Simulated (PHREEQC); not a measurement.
Consider water at 2.5 °C with 0.0095 mol ZnSO4, 0.0025 mol NaHF2 and 0.006 mol Na2SO4 per kg of water. Closed to the air; pH follows from the charge balance.

The numbers come from PHREEQC with the ion-association model, phreeqc.dat.

Precipitation was switched off in this run.

Order these Zn species by the share of Zn that they hold, largest first: Zn+2, Zn(SO4)2-2, ZnF+, ZnSO4.

Zn+2 (63 %), ZnSO4 (32 %), Zn(SO4)2-2 (3.6 %), ZnF+ (1.0 %)

The pH is 3.24 and the ionic strength 0.0444 mol/kgw. Constants without temperature data keep their 25 °C values here.
